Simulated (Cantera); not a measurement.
Cantera run, input and output.

```python
import numpy as np
import cantera as ct

gas = ct.Solution("gri30.yaml")
gas.TPX = 1225, 101325, {'N2O': 1, 'O2': 0.16}
inlet = ct.Reservoir(gas, clone=True)

reactor = ct.IdealGasConstPressureReactor(gas, energy="off", clone=False)
exhaust = ct.Reservoir(gas, clone=True)
tau = [11, 4.9, 2.3, 1.1, 0.5, 0.23, 0.11, 0.05, 0.023, 0.011, 0.005][0]
for a, b in ((inlet, reactor), (reactor, exhaust)):
    ct.MassFlowController(a, b, mdot=lambda t: reactor.mass / tau)
net = ct.ReactorNet([reactor])
show = ['N2O', 'O2', 'NO', 'NO2', 'N2', 'O']

rows = []
print(f"{'tau/s':>10s}{'T/K':>9s}" + "".join(f"{s:>11s}" for s in show))
for tau in [11, 4.9, 2.3, 1.1, 0.5, 0.23, 0.11, 0.05, 0.023, 0.011, 0.005]:
    net.initial_time = 0.0
    net.advance(30 * tau)
    before = gas.X
    net.advance(40 * tau)
    drift = np.max(np.abs(gas.X - before) / (gas.X + 1e-9))
    rows.append([gas.T, *gas[show].X, drift])
    print(f"{tau:10.3e}{gas.T:9.1f}" + "".join(f"{x:11.3e}" for x in gas[show].X))
```

It prints:

```
     tau/s      T/K        N2O         O2         NO        NO2         N2          O
 1.100e+01   1225.0  7.928e-02  3.577e-01  3.154e-02  3.534e-04  5.312e-01  8.552e-07
 4.900e+00   1225.0  1.489e-01  3.346e-01  3.571e-02  3.949e-04  4.805e-01  1.157e-06
 2.300e+00   1225.0  2.503e-01  3.039e-01  3.598e-02  3.937e-04  4.094e-01  1.477e-06
 1.100e+00   1225.0  3.814e-01  2.665e-01  3.177e-02  3.441e-04  3.199e-01  1.790e-06
 5.000e-01   1225.0  5.351e-01  2.244e-01  2.352e-02  2.511e-04  2.167e-01  2.077e-06
 2.300e-01   1225.0  6.665e-01  1.893e-01  1.479e-02  1.542e-04  1.292e-01  2.280e-06
 1.100e-01   1225.0  7.537e-01  1.663e-01  8.418e-03  8.410e-05  7.150e-02  2.398e-06
 5.000e-02   1225.0  8.085e-01  1.519e-01  4.225e-03  3.862e-05  3.532e-02  2.466e-06
 2.300e-02   1225.0  8.364e-01  1.446e-01  2.040e-03  1.578e-05  1.691e-02  2.499e-06
 1.100e-02   1225.0  8.496e-01  1.412e-01  9.985e-04  5.890e-06  8.236e-03  2.513e-06
 5.000e-03   1225.0  8.563e-01  1.394e-01  4.593e-04  1.753e-06  3.777e-03  2.518e-06
```

Model: GRI-Mech 3.0 (53 species, 325 reactions), integrated in Cantera. GRI-Mech 3.0 was tuned for natural gas; its chemistry of N2O as a main component is partial and can be far from experiment. The mechanism lacks the step 2 NO + O2 → 2 NO2, which can matter for NO2 below about 1400 K. The temperature is held fixed by assumption; the heat of reaction is taken as removed at once.
